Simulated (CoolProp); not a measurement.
Vapour-liquid equilibrium of hexamethyldisiloxane (MM) (1) + toluene (2) at 70.15 °C; x and y are mole fractions of (1).

The numbers come from the multi-fluid Helmholtz-energy mixture model, Thol 2016 and Lemmon 2006; pair parameters Bell 2016 in CoolProp.

```json
[
 {"x": "0.05", "bubble pressure (MPa)": "0.02838", "y at the bubble point": "0.084", "dew pressure at overall composition x (MPa)": "0.02795", "liquid density (mol/L)": "8.513"},
 {"x": "0.125", "bubble pressure (MPa)": "0.02985", "y at the bubble point": "0.195", "dew pressure at overall composition x (MPa)": "0.02891", "liquid density (mol/L)": "7.990"},
 {"x": "0.2", "bubble pressure (MPa)": "0.03119", "y at the bubble point": "0.292", "dew pressure at overall composition x (MPa)": "0.02992", "liquid density (mol/L)": "7.517"},
 {"x": "0.275", "bubble pressure (MPa)": "0.03241", "y at the bubble point": "0.377", "dew pressure at overall composition x (MPa)": "___", "liquid density (mol/L)": "7.086"},
 {"x": "0.35", "bubble pressure (MPa)": "0.03350", "y at the bubble point": "0.453", "dew pressure at overall composition x (MPa)": "0.03202", "liquid density (mol/L)": "6.694"},
 {"x": "0.425", "bubble pressure (MPa)": "0.03446", "y at the bubble point": "0.522", "dew pressure at overall composition x (MPa)": "0.03310", "liquid density (mol/L)": "6.335"},
 {"x": "0.5", "bubble pressure (MPa)": "0.03531", "y at the bubble point": "0.585", "dew pressure at overall composition x (MPa)": "0.03416", "liquid density (mol/L)": "6.006"},
 {"x": "0.575", "bubble pressure (MPa)": "0.03604", "y at the bubble point": "0.646", "dew pressure at overall composition x (MPa)": "0.03517", "liquid density (mol/L)": "5.703"},
 {"x": "0.65", "bubble pressure (MPa)": "0.03667", "y at the bubble point": "0.705", "dew pressure at overall composition x (MPa)": "0.03609", "liquid density (mol/L)": "5.425"},
 {"x": "0.725", "bubble pressure (MPa)": "0.03720", "y at the bubble point": "___", "dew pressure at overall composition x (MPa)": "0.03687", "liquid density (mol/L)": "5.167"},
 {"x": "0.8", "bubble pressure (MPa)": "0.03762", "y at the bubble point": "0.823", "dew pressure at overall composition x (MPa)": "0.03747", "liquid density (mol/L)": "4.929"},
 {"x": "0.875", "bubble pressure (MPa)": "0.03792", "y at the bubble point": "0.885", "dew pressure at overall composition x (MPa)": "___", "liquid density (mol/L)": "4.708"},
 {"x": "0.95", "bubble pressure (MPa)": "0.03810", "y at the bubble point": "0.952", "dew pressure at overall composition x (MPa)": "0.03810", "liquid density (mol/L)": "4.503"}
]
```

What belongs in the gaps?


- 0.275, dew pressure at overall composition x (MPa): 0.03096
- 0.725, y at the bubble point: 0.763
- 0.875, dew pressure at overall composition x (MPa): 0.03788

No azeotrope shows between x = 0.05 and 0.95.

The pair parameters rest on a limited set of measurements; away from them the model extrapolates.
